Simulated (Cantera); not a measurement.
Charge: 1 mol Si, 8.4 mol HBr, 57 mol H₂, at 402 °C and 113 Torr.

Method: chemical equilibrium by Gibbs-energy minimisation in Cantera with the NASA 1993 tables (ideal gas, pure condensed phases). Candidate condensed phases: Br₂, Si; 19 gas species. Rates play no part.

Base state: H₂ 0.916, HBr 0.0683, SiBr₄ 0.0155, SiHBr₃ 1.43e-5 (mole fractions); condensed: gas only.

### Question
What changes in the equilibrium state with this change: temperature from 402 °C to 925 °C?

### Answer
| species | before | after |
|---|---|---|
| H₂ | 0.916 | 0.904 |
| HBr | 0.0683 | 0.0808 |
| SiBr₄ | 0.0155 | 0.00790 |
| SiBr₂ | <1e-9 | 0.00522 |
| SiBr₃ | 2.73e-9 | 0.000773 |
| SiH₂Br₂ | 6.12e-9 | 0.000123 |
The tables' values for SiBr₃ are old estimates; treat these amounts as uncertain.
